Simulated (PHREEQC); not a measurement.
A column of 0.2 m (30 cells, dispersivity 0.01 m, 3600 s a shift, diffusion coefficient 3e-10 m²/s) holds 0.027 eq of the database's cation exchanger X per kg of pore water, first in equilibrium with 0.035 mol KBr, 0.093 mol Na2SO4 and 1e-05 mol HCl per kg of water. It is flushed with 0.0005 mol KCl, 0.0086 mol ZnSO4 and 1e-05 mol HCl per kg of water, at 25 °C. Values are for the last cell. CO2 from the air is kept out. Precipitation was switched off in this run.

Computed with PHREEQC (ion-association model, phreeqc.dat).

Task: Predict Br in solution (mol/kgw), Zn in solution (mol/kgw) at pore volumes = 0, 1.017, 1.817.

Result: 
```csv
pore volumes,Br in solution (mol/kgw),Zn in solution (mol/kgw)
0,0.0350,0
1.017,0.0146,4.20e-5
1.817,0.000663,5.86e-6
```

Species that the database lacks are ignored.
